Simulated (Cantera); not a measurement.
# Silicon oxide and oxynitride deposition: TEOS + NO

Charge: 1 mol TEOS, a varied amount of NO, equilibrated at 1402 °C and 1.00 bar.

Method: chemical equilibrium by Gibbs-energy minimisation in Cantera with the NASA 1993 tables (ideal gas, pure condensed phases). Candidate condensed phases: C, C6H6, C7H8, C8H18, H2O, Si, SiC, SiO2, Si2N2O, Si3N4; 151 gas species. The feed counts by its element totals alone. Mutual solubility and eutectic melting of coexisting phases are not modelled. The tables hold silica as quartz up to 1696 K and as liquid above; real silica turns to tridymite and cristobalite and melts near 1996 K. Gases not in the tables: Si(OH)4. Equilibrium is a limit: real reactors are often held back by kinetics, nucleation or transport.

| n(NO) (mol) | x H2 | x N2 | x CO | x H2O | x CO2 | x O2 | n C(graphite) | n SiC(s) | n SiO2(β-quartz) | n Si2N2O(s) |
|---|---|---|---|---|---|---|---|---|---|---|
| 0.5 | 0.722 | 0.00286 | 0.274 | 0.000110 | 1.26e-5 | <1e-12 | 3.88 | 0.321 | 0.245 | 0.209 |
| 0.71 | 0.722 | 0.00286 | 0.274 | 0.000110 | 1.26e-5 | <1e-12 | 4.15 | 0.0589 | 0.298 | 0.314 |
| 1 | 0.693 | 0.00383 | 0.301 | 0.000116 | 1.52e-5 | <1e-12 | 3.65 | 0 | 0.0992 | 0.444 |
| 1.4 | 0.661 | 0.0134 | 0.324 | 0.000119 | 1.76e-5 | <1e-12 | 3.09 | 0 | 0 | 0.496 |
| 2.1 | 0.618 | 0.0340 | 0.346 | 0.000119 | 2.01e-5 | <1e-12 | 2.39 | 0 | 0 | 0.497 |
| 2.9 | 0.575 | 0.0546 | 0.369 | 0.000118 | 2.28e-5 | <1e-12 | 1.59 | 0 | 0 | 0.498 |
| 4.2 | 0.517 | 0.0827 | 0.399 | 0.000115 | 2.67e-5 | <1e-12 | 0.284 | 0 | 0 | 0.498 |
| 6 | 0.476 | 0.143 | 0.381 | 0.000391 | 9.43e-5 | <1e-12 | 0 | 0 | 0.996 | 0 |
| 8.6 | 0.357 | 0.193 | 0.333 | 0.0910 | 0.0256 | 1.54e-11 | 0 | 0 | 1.000 | 0 |
| 12 | 0.231 | 0.250 | 0.269 | 0.185 | 0.0648 | 1.52e-10 | 0 | 0 | 1.000 | 0 |
| 17 | 0.0999 | 0.321 | 0.164 | 0.277 | 0.138 | 1.83e-9 | 0 | 0 | 1.000 | 0 |
| 25 | 3.95e-5 | 0.403 | 0.000105 | 0.322 | 0.258 | 0.0159 | 0 | 0 | 1.00 | 0 |
x: gas mole fraction; n: condensed amount in mol.

From 0.5 mol NO to 0.71 mol NO the condensed part is C(graphite) + SiC(s) + SiO2(β-quartz) + Si2N2O(s). At 1 mol NO the condensed part is C(graphite) + SiO2(β-quartz) + Si2N2O(s). From 1.4 mol NO to 4.2 mol NO the condensed part is C(graphite) + Si2N2O(s). From 6 mol NO to 25 mol NO the condensed part is SiO2(β-quartz).
